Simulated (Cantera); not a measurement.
A Cantera script and what it prints.

```python
import numpy as np
import cantera as ct

gas_names = [...]  # 110 gases of nasa_gas.yaml made of C, H, O
cond_names = """
    C(gr) C6H6(L) C7H8(L) C8H18(L),n-octa H2O(s) H2O(L)
""".split()


# ... load() reads the species with a 1 bar reference pressure and builds the phases ...
atoms = {
    'CH4': {'C': 1, 'H': 4},
    'H2O': {'H': 2, 'O': 1},
    'CO2': {'C': 1, 'O': 2},
}
top_T = {'C(gr)': 4500}  # K; cautious upper limits of use, not melting points


# ... equilibrate(T, P, feed) seeds the gas with the atoms and calls Mixture.equilibrate('TP', solver="vcs", rtol=1e-11, max_steps=5000) ...
results = []
feed = {'CH4': 1, 'H2O': 1.3, 'CO2': 0.032}  # mol
P = 7800  # Pa
for T in [1250, 1400, 1550, 1700, 1850, 2000, 2150, 2300, 2450, 2600, 2750, 2900]:
    mix = equilibrate(T, P, feed)
    results.append((T, P, feed, dict(zip(mix.species_names, mix.species_moles))))

top = {s: max(r[3][s] / sum(r[3][g] for g in gas_names) for r in results) for s in gas_names}
cols = sorted((s for s in top if top[s] > 1e-06), key=lambda s: -top[s])[:8]
seen = [c for c in cond_names if any(r[3].get(c, 0) > 1e-12 for r in results)]
print("log10 of partial pressures in bar; condensed amounts in mol")
print(f"{'T/K':>10s}" + "".join(f"{s[:9]:>10s}" for s in cols + seen))
for T, P, feed, n in results:
    ng = sum(n[g] for g in gas_names)
    print(f"{T:10.4g}" + "".join(f"{np.log10(max(n[s] / ng * P / 1e5, 1e-99)):10.3f}" for s in cols)
          + "".join(f"{n.get(c, 0):10.4g}" for c in seen))
```

Output:

```
log10 of partial pressures in bar; condensed amounts in mol
       T/K        H2         H        CO       H2O       CO2        OH         O        O2
      1250    -1.264    -6.948    -1.755    -2.305    -2.991    -9.975   -15.663   -17.006
      1400    -1.266    -5.946    -1.750    -2.285    -3.105    -8.666   -13.388   -14.728
      1550    -1.267    -5.135    -1.746    -2.272    -3.198    -7.614   -11.554   -12.894
      1700    -1.268    -4.466    -1.744    -2.264    -3.273    -6.748   -10.043   -11.386
      1850    -1.269    -3.903    -1.742    -2.259    -3.336    -6.024    -8.776   -10.123
      2000    -1.271    -3.425    -1.742    -2.256    -3.387    -5.409    -7.699    -9.048
      2150    -1.276    -3.013    -1.742    -2.255    -3.431    -4.881    -6.770    -8.122
      2300    -1.285    -2.657    -1.745    -2.259    -3.468    -4.423    -5.961    -7.314
      2450    -1.301    -2.348    -1.752    -2.269    -3.501    -4.024    -5.249    -6.601
      2600    -1.330    -2.081    -1.763    -2.291    -3.534    -3.677    -4.617    -5.968
      2750    -1.377    -1.853    -1.781    -2.334    -3.573    -3.381    -4.056    -5.408
      2900    -1.448    -1.664    -1.807    -2.415    -3.630    -3.143    -3.566    -4.932
```

Method: chemical equilibrium by Gibbs-energy minimisation in Cantera with the NASA 1993 tables (ideal gas, pure condensed phases).
